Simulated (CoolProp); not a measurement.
Vapour-liquid equilibrium of n-hexane (1) + hexamethyldisiloxane (MM) (2) at 0.113 MPa; x and y are mole fractions of (1).

Values from CoolProp's multi-fluid Helmholtz-energy mixture model, Thol 2019 and Thol 2016; pair parameters Bell 2016.

```json
[
 {"x": "0.05", "bubble temperature (K)": "375.4", "y at the bubble point": "0.099", "dew temperature at overall composition x (K)": "376.5", "liquid density (mol/L)": "4.230"},
 {"x": "0.125", "bubble temperature (K)": "372.6", "y at the bubble point": "0.230", "dew temperature at overall composition x (K)": "374.9", "liquid density (mol/L)": "(withheld)"},
 {"x": "0.2", "bubble temperature (K)": "370.0", "y at the bubble point": "0.345", "dew temperature at overall composition x (K)": "373.3", "liquid density (mol/L)": "4.556"},
 {"x": "0.275", "bubble temperature (K)": "367.4", "y at the bubble point": "0.448", "dew temperature at overall composition x (K)": "371.6", "liquid density (mol/L)": "4.732"},
 {"x": "0.35", "bubble temperature (K)": "365.0", "y at the bubble point": "0.540", "dew temperature at overall composition x (K)": "369.9", "liquid density (mol/L)": "4.918"},
 {"x": "0.425", "bubble temperature (K)": "362.5", "y at the bubble point": "0.624", "dew temperature at overall composition x (K)": "368.0", "liquid density (mol/L)": "5.114"},
 {"x": "0.5", "bubble temperature (K)": "(withheld)", "y at the bubble point": "0.699", "dew temperature at overall composition x (K)": "366.1", "liquid density (mol/L)": "5.322"},
 {"x": "0.575", "bubble temperature (K)": "357.8", "y at the bubble point": "0.766", "dew temperature at overall composition x (K)": "364.0", "liquid density (mol/L)": "5.543"},
 {"x": "0.65", "bubble temperature (K)": "355.4", "y at the bubble point": "0.825", "dew temperature at overall composition x (K)": "361.7", "liquid density (mol/L)": "5.777"},
 {"x": "0.725", "bubble temperature (K)": "353.1", "y at the bubble point": "0.876", "dew temperature at overall composition x (K)": "359.2", "liquid density (mol/L)": "6.025"},
 {"x": "0.8", "bubble temperature (K)": "(withheld)", "y at the bubble point": "0.919", "dew temperature at overall composition x (K)": "356.4", "liquid density (mol/L)": "6.289"},
 {"x": "0.875", "bubble temperature (K)": "348.7", "y at the bubble point": "0.955", "dew temperature at overall composition x (K)": "353.1", "liquid density (mol/L)": "6.570"},
 {"x": "0.95", "bubble temperature (K)": "346.6", "y at the bubble point": "0.984", "dew temperature at overall composition x (K)": "349.0", "liquid density (mol/L)": "6.868"}
]
```

### Question
Some entries are withheld; supply them.

### Answer

- 0.125, liquid density (mol/L): 4.389
- 0.5, bubble temperature (K): 360.1
- 0.8, bubble temperature (K): 350.8

No azeotrope shows between x = 0.05 and 0.95.

The pair parameters rest on a limited set of measurements; away from them the model extrapolates.
